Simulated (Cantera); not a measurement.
Feed: 1 mol Si, 0.12 mol CO2, 210 mol N2, held at 0.0133 bar.

Method: chemical equilibrium by Gibbs-energy minimisation in Cantera with the NASA 1993 tables (ideal gas, pure condensed phases). Candidate condensed phases: C, Si, SiC, SiO2, Si2N2O, Si3N4; 34 gas species. N2 is the only nitrogen source here; it is nearly inert below about 1500 K, so the nitride shown seldom forms there in practice. Mutual solubility and eutectic melting of coexisting phases are not modelled. Kinetics and transport are ignored.

Task: What share of the Si ends up in condensed phases as a function of T (K), at 925, 1025, 1125, 1225, 1325, 1425, 1525, 1625, 1725, 1825, 1925, 2025?

Result: 
```
T (K)  Si condensed (%)                             as
-----  ----------------  -----------------------------
925               100.0           Si2N2O(s) + Si3N4(s)
1025              100.0           Si2N2O(s) + Si3N4(s)
1125              100.0           Si2N2O(s) + Si3N4(s)
1225              100.0           Si2N2O(s) + Si3N4(s)
1325              100.0           Si2N2O(s) + Si3N4(s)
1425              100.0  SiC(s) + Si2N2O(s) + Si3N4(s)
1525               99.6           Si2N2O(s) + Si3N4(s)
1625               92.7           Si2N2O(s) + Si3N4(s)
1725               84.5              SiC(s) + Si3N4(s)
1825               69.9              SiC(s) + Si3N4(s)
1925               47.3                 Si(l) + SiC(s)
2025                0.8                         SiC(s)
```
